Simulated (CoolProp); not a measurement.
A Linde-Hampson liquefier for methane: isothermal reversible compression at 200 K from 1 atm to 20 MPa, throttling to 1 atm, return gas leaving the recuperator 10 K below the feed. Each further row changes one setting.

Model: reference Helmholtz-energy equation of state, Setzmann 1991, in CoolProp.

```tsv
case	liquid yield per pass	compression work (kJ/kg of gas)
as stated	0.498	427
high pressure 40 MPa	0.481	487
warm-end temperature 230 K	0.380	541
warm-end gap 15 K	0.490	427
```
